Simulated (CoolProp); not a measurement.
Vapour-liquid equilibrium of R113 (1) + acetone (2) at 5.54 kPa; x and y are mole fractions of (1).

Computed with CoolProp (multi-fluid Helmholtz-energy mixture model, Marx 1992 and Lemmon 2006; pair parameters Bell 2016).

```csv
x,bubble temperature (°C),y at the bubble point,dew temperature at overall composition x (°C),liquid density (mol/L)
0.05,-12.8,0.217,-10.1,13.81
0.125,-16.0,0.397,-11.3,13.29
0.2,-17.9,0.495,-12.5,12.79
0.275,-19.1,0.556,-13.8,12.30
0.35,[?],0.596,-15.1,11.85
0.425,[?],0.625,-16.6,[?]
0.5,-20.6,0.649,-18.0,11.02
0.575,-20.8,0.670,-19.5,10.64
0.65,-21.0,0.693,-20.6,[?]
0.725,-21.0,0.721,-21.0,9.957
0.8,-20.9,[?],-20.7,9.646
0.875,-20.6,0.813,-20.1,9.351
0.95,-19.8,0.904,-19.4,[?]
```

### Question
What belongs in the gaps?

### Answer

- 0.35, bubble temperature (°C): -19.9
- 0.425, bubble temperature (°C): -20.3
- 0.425, liquid density (mol/L): 11.42
- 0.65, liquid density (mol/L): 10.29
- 0.8, y at the bubble point: 0.758
- 0.95, liquid density (mol/L): 9.070

y crosses x between x = 0.65 and 0.725: the model has an azeotrope there.

The pair parameters rest on a limited set of measurements; away from them the model extrapolates.
